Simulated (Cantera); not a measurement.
MgCO₃ + SO₂ + CO₂ (roasting and sulfation)

A closed system holds: 1 mol MgCO₃, 2.8 mol SO₂, 3.6 mol CO₂, equilibrated at 1723.15 K.

Equilibrium computed with Cantera from the NASA thermochemical tables; the gas is ideal and each condensed phase is pure. Candidate condensed phases: C, Mg, MgCO₃, MgO, MgS, MgSO₄, S; 26 gas species. Equilibrium is a limit: real reactors are often held back by kinetics, nucleation or transport.

| P (Pa) | x CO₂ | x SO₂ | x CO | x O₂ | x SO | x SO₃ | n MgO(s) |
|---|---|---|---|---|---|---|---|
| 1000 | 0.611 | 0.376 | 0.00830 | 0.00434 | 0.000460 | 3.45e-5 | 1.00 |
| 3500 | 0.614 | 0.377 | 0.00549 | 0.00286 | 0.000304 | 5.26e-5 | 1.00 |
| 13000 | 0.617 | 0.377 | 0.00357 | 0.00184 | 0.000197 | 8.13e-5 | 1.00 |
| 45000 | 0.618 | 0.378 | 0.00239 | 0.00120 | 0.000131 | 0.000122 | 1.00 |
| 160000 | 0.620 | 0.378 | 0.00160 | 0.000752 | 8.78e-5 | 0.000183 | 1.00 |
| 560000 | 0.620 | 0.378 | 0.00111 | 0.000451 | 6.07e-5 | 0.000264 | 1.00 |
| 2000000 | 0.621 | 0.378 | 0.000802 | 0.000240 | 4.39e-5 | 0.000365 | 1.00 |
x: gas mole fraction; n: condensed amount in mol.

From 1000 Pa to 2000000 Pa the condensed part is MgO(s).
